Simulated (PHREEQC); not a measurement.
PHREEQC input (Pitzer model, pitzer.dat):

```
SOLUTION 1
  temp 25
  units mol/kgw
  pH 7 charge
  C(4) 0.016
  Na 0.20696
  Cl 0.061
  K 0.011
  S(6) 0.062
  B 0.00192
END
USE solution 1
INCREMENTAL_REACTIONS false
REACTION 1
  H2O -1
  0 9.886 18.011 24.689 30.178 34.689 38.397 41.444
  43.949 46.007 47.699 49.089 50.232 51.172 51.944 52.578
  53.1 53.528 53.88 54.17 54.408 54.603 54.764 54.896
  55.005 55.094 55.168 moles
EQUILIBRIUM_PHASES 1
  Arcanite 0 0
  Burkeite 0 0
  Glaserite 0 0
  Halite 0 0
  Kalicinite 0 0
  Mirabilite 0 0
  Misenite 0 0
  Nahcolite 0 0
  Natron 0 0
  Sylvite 0 0
  Thenardite 0 0
  Trona 0 0
  Borax 0 0
  Boric_acid,s 0 0
  KB5O8:4H2O 0 0
  K2B4O7:4H2O 0 0
  NaBO2:4H2O 0 0
  NaB5O8:5H2O 0 0
  Teepleite 0 0
  CO2(g) -3.4 10
SELECTED_OUTPUT 1
  -reset false
  -pH true
  -pe true
  -ionic_strength true
  -water true
  -activities H2O
  -totals B C Cl K Na S
  -molalities H+ Na+ K+ Cl- CO3-2 SO4-2 B(OH)3 OH- HCO3- CO2
    HSO4- B(OH)4- B3O3(OH)4- B4O5(OH)4-2
  -equilibrium_phases Arcanite Burkeite Glaserite Halite Kalicinite Mirabilite Misenite Nahcolite Natron Sylvite
    Thenardite Trona Borax Boric_acid,s KB5O8:4H2O K2B4O7:4H2O NaBO2:4H2O NaB5O8:5H2O Teepleite
PRINT
  -reset false
END
```

Selected output (columns that matter, 22 of 27 rows; water left (kg) added in front):

```
water left (kg)	pH	mu	B	C	Cl	K	Na	S	la_H2O	Burkeite	Glaserite	Halite	Mirabilite	Thenardite
0.999859	9.3524	0.28645	0.0019203	0.025208	0.061009	0.011002	0.20699	0.062009	-0.0024193	0	0	0	0	0
0.821763	9.3929	0.34924	0.0023364	0.029904	0.074231	0.013386	0.25185	0.075448	-0.0029101	0	0	0	0	0
0.675394	9.4309	0.42576	0.0028428	0.035473	0.090318	0.016287	0.30643	0.091798	-0.0035001	0	0	0	0	0
0.456213	9.4991	0.63271	0.0042086	0.049941	0.13371	0.024112	0.45365	0.1359	-0.0050623	0	0	0	0	0
0.374952	9.5295	0.77121	0.0051207	0.059292	0.16269	0.029337	0.55196	0.16535	-0.0060879	0	0	0	0	0
0.308157	9.5574	0.93997	0.0062306	0.070436	0.19795	0.035696	0.67161	0.2012	-0.007322	0	0	0	0	0
0.253271	9.5829	1.1455	0.0075808	0.083733	0.24085	0.043432	0.81715	0.2448	-0.0088084	0	0	0	0	0
0.171079	9.6264	1.7009	0.011223	0.11865	0.35656	0.064298	1.2097	0.3624	-0.012778	0	0	0	0	0
0.140603	9.6446	2.0723	0.013655	0.14147	0.43384	0.078234	1.4719	0.44096	-0.015429	0	0	0	0	0
0.115567	9.6604	2.5243	0.016614	0.16888	0.52783	0.095183	1.7908	0.53648	-0.018684	0	0	0	0	0
0.094981	9.6741	3.0748	0.020215	0.20191	0.64223	0.11581	2.179	0.65276	-0.022725	0	0	0	0	0
0.0641472	9.6957	4.561	0.029931	0.29016	0.95094	0.17148	3.2263	0.96653	-0.034317	0	0	0	0	0
0.0527288	9.7039	5.5526	0.036413	0.34883	1.1569	0.20861	3.925	1.1758	-0.042781	0	0	0	0	0
0.0433273	9.7105	6.7611	0.044314	0.42053	1.4079	0.25388	4.7767	1.431	-0.054054	0	0	0	0	0
0.0356185	9.7153	8.2273	0.053905	0.50826	1.7126	0.30883	5.8105	1.7407	-0.069329	0	0	0	0	0
0.0240588	9.7659	9.8907	0.079804	0.73759	2.5355	0.45721	7.0663	1.809	-0.097893	0	0	0	0	0.018477
0.0197761	9.811	9.8851	0.097087	0.88354	3.0845	0.55623	7.1558	1.4804	-0.10832	0	0	0	0	0.032723
0.0162258	9.8336	9.8855	0.11833	0.96641	3.7594	0.67793	7.2658	1.166	-0.12116	0	0	0	0	0.04308
0.0131916	9.7893	9.6077	0.14555	0.7867	4.6242	0.83387	7.209	0.93333	-0.13335	0	0	0	0	0.049688
0.00904776	9.7548	9.5852	0.21221	0.65534	5.3086	1.0623	7.2029	0.79491	-0.14475	0.010297	0.00046294	0.012969	0	0.033288
0.00744872	9.7548	9.6059	0.25776	0.65345	5.3023	1.0628	7.2233	0.79291	-0.14501	0.011273	0.0010279	0.021505	0	0.031491
0.00612007	9.7547	9.6324	0.31372	0.65194	5.2931	1.0634	7.2469	0.79097	-0.14529	0.012088	0.0014974	0.028606	0	0.029988
```
